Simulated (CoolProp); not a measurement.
A simple Rankine cycle with water: condensing at 292.15 K, boiler at 0.106 MPa, turbine inlet 414.3 K, turbine efficiency 0.6, pump efficiency 0.7, no recuperator. Each further row changes one setting.

Values from CoolProp's reference Helmholtz-energy equation of state, Wagner 2002.

```tsv
case	thermal efficiency (%)	net work (kJ/kg)	heat in (kJ/kg)	turbine exit temperature (K)	volume ratio over the turbine
as stated	…	334	2680	292.1	32.7
turbine inlet 434.3 K	12.6	…	…	292.1	…
condensing temperature 284.15 K	13.6	…	…	284.1	52.9
boiler pressure 0.0742 MPa	…	306	2680	292.1	23.1
turbine efficiency 0.5	10.4	278	2680	292.1	…
```

Problem. What belongs in the gaps?

Solution. 
- as stated, thermal efficiency (%): 12.5
- turbine inlet 434.3 K, net work (kJ/kg): 341
- turbine inlet 434.3 K, heat in (kJ/kg): 2720
- turbine inlet 434.3 K, volume ratio over the turbine: 31.6
- condensing temperature 284.15 K, net work (kJ/kg): 369
- condensing temperature 284.15 K, heat in (kJ/kg): 2710
- boiler pressure 0.0742 MPa, thermal efficiency (%): 11.4
- turbine efficiency 0.5, volume ratio over the turbine: 33.5

The expansion ends wet for: as stated; turbine inlet 434.3 K; condensing temperature 284.15 K; boiler pressure 0.0742 MPa; turbine efficiency 0.5.
